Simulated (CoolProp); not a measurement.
Nitrogen along the isotherm -137.35 °C: density (kg/m³) from the reference equation and from simpler models built on Tc = -147.0 °C, pc = 3.396 MPa, ω = 0.037; each cubic takes its own stable root.

The numbers come from the reference Helmholtz-energy equation of state, Span 2000 in CoolProp.

| p (MPa) | phase | reference |
|---|---|---|
| 0.17 | gas | 4.275 |
| 0.34 | gas | 8.670 |
| 0.509 | gas | 13.17 |
| 0.679 | gas | 17.83 |
| 0.849 | gas | 22.64 |
| 1.02 | gas | 27.64 |
| 1.19 | gas | 32.78 |
| 1.36 | gas | 38.11 |
| 1.53 | gas | 43.66 |
| 1.7 | gas | 49.42 |

Task: How far does each simpler model (ideal gas, van der Waals, Redlich-Kwong, Soave-Redlich-Kwong, Peng-Robinson) lie from the reference over these 10 states: mean and median of the absolute difference, and the worst?

Result: 
- ideal gas: mean 7.8 %, median 7.7 %, worst -14.6 % at -137.35 °C and 1.7 MPa
- van der Waals: mean 0.5 %, median 0.5 %, worst -0.8 % at -137.35 °C and 1.7 MPa
- Redlich-Kwong: mean 0.2 %, median 0.2 %, worst +0.4 % at -137.35 °C and 1.7 MPa
- Soave-Redlich-Kwong: mean 0.2 %, median 0.2 %, worst +0.3 % at -137.35 °C and 1.7 MPa
- Peng-Robinson: mean 1.3 %, median 1.2 %, worst +2.3 % at -137.35 °C and 1.7 MPa
